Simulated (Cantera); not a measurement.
# Diamond growth

A diamond (100) surface in a fixed gas of H2 with x(CH4) = 0.0029, x(H) = 0.00042, at 1025 K, 0.0602 atm; coverages are run to steady state.

Model: the Harris–Goodwin 1993 mechanism for the reconstructed diamond (100) surface, integrated in Cantera.

```json
[
 {"x(CH3)": "1e-06", "growth (µm/h)": "0.0200", "θ c6HH": "0.586", "θ c6H*": "0.0201", "θ c6*H": "0.384", "θ c6**": "0.00928", "θ c6HM": "0.000641"},
 {"x(CH3)": "2.3e-06", "growth (µm/h)": "0.0459", "θ c6HH": "0.585", "θ c6H*": "0.0201", "θ c6*H": "0.383", "θ c6**": "0.00926", "θ c6HM": "0.00147"},
 {"x(CH3)": "5.2e-06", "growth (µm/h)": "0.103", "θ c6HH": "0.584", "θ c6H*": "0.0200", "θ c6*H": "0.382", "θ c6**": "0.00923", "θ c6HM": "0.00332"},
 {"x(CH3)": "1.2e-05", "growth (µm/h)": "0.237", "θ c6HH": "0.580", "θ c6H*": "0.0199", "θ c6*H": "0.380", "θ c6**": "0.00914", "θ c6HM": "0.00760"},
 {"x(CH3)": "2.7e-05", "growth (µm/h)": "0.524", "θ c6HH": "0.573", "θ c6H*": "0.0196", "θ c6*H": "0.375", "θ c6**": "0.00895", "θ c6HM": "0.0168"},
 {"x(CH3)": "6.3e-05", "growth (µm/h)": "1.18", "θ c6HH": "0.556", "θ c6H*": "0.0190", "θ c6*H": "0.363", "θ c6**": "0.00853", "θ c6HM": "0.0379"},
 {"x(CH3)": "0.00014", "growth (µm/h)": "2.43", "θ c6HH": "0.523", "θ c6H*": "0.0178", "θ c6*H": "0.341", "θ c6**": "0.00772", "θ c6HM": "0.0781"},
 {"x(CH3)": "0.00033", "growth (µm/h)": "4.87", "θ c6HH": "0.460", "θ c6H*": "0.0155", "θ c6*H": "0.297", "θ c6**": "0.00620", "θ c6HM": "0.157"},
 {"x(CH3)": "0.00075", "growth (µm/h)": "8.36", "θ c6HH": "0.368", "θ c6H*": "0.0123", "θ c6*H": "0.234", "θ c6**": "0.00416", "θ c6HM": "0.270"}
]
```
θ: site fractions in the mechanism's names (c6HH fully hydrogenated, c6H* and c6*H radical sites, c6** diradical, c6HM methylated).
